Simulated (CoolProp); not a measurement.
Computed with CoolProp (reference Helmholtz-energy equation of state, de Reuck 1993).

For methanol, give the phase and the Z, cv (kJ/(kg K)) at 346.85 °C and 2050 kPa; 346.85 °C and 3080 kPa.


- 346.85 °C and 2050 kPa: gas; Z 0.957, cv 2.03
- 346.85 °C and 3080 kPa: gas; Z 0.935, cv 2.11
